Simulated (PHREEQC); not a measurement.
Make-up at 65 °C: 0.016 mol NiSO4, 0.0012 mol NaOH and 0.066 mol MnSO4 per kg of water. Closed to the air; pH follows from the charge balance.

Equilibrium calculation in PHREEQC: ion-association model, wateq4f.dat.

This is a speciation only: nothing precipitates in the calculation.

Task: Estimate the pH, ionic strength.

Result: pH 8.02; ionic strength 0.152 mol/kgw.

Task: In which forms is Ni present?

Result: Ni+2 51 %, NiSO4 45 %, NiOH+ 3.6 % of the Ni.

In wateq4f.dat the enthalpy of Ni(OH)2 has the wrong sign, so its saturation index can't be trusted away from 25 °C. Constants without temperature data keep their 25 °C values here.
